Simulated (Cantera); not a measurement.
Input: 1 mol Al, 0.14 mol Cl2, 0.14 mol O2, 0.017 mol H2O, at 1425 °C and 19.0 mbar.

Equilibrium computed with Cantera from the NASA thermochemical tables; the gas is ideal and each condensed phase is pure. Candidate condensed phases: Al, AlCl3, Al2O3, H2O; 29 gas species. Mutual solubility and eutectic melting of coexisting phases are not modelled. The tables' values for AlCl2 are old estimates; treat these amounts as uncertain. Rates play no part.

Base state: AlCl 0.914, H2 0.0554, Al2O 0.0160, Al 0.0123, AlCl2 0.00163, H 0.000247, AlH 0.000243, HCl 0.000175 (mole fractions); condensed: Al(l) + Al2O3(s).

Question: What changes in the equilibrium state with this change: H2O from 0.017 to 0.53 mol?

Answer: 
| species | before | after |
|---|---|---|
| H2 | 0.0554 | 0.635 |
| AlCl | 0.914 | 0.335 |
| Al2O | 0.0160 | 0.0160 |
| AlCl2 | 0.00163 | 0.000219 |
| Al | 0.0123 | 0.0123 |
| AlCl3 | 1.17e-5 | 5.78e-7 |
| AlH | 0.000243 | 0.000821 |
| H | 0.000247 | 0.000836 |
| HCl | 0.000175 | 0.000218 |
| Al(l), mol | 0.512 | 0.152 |
| Al2O3(s), mol | 0.0974 | 0.266 |
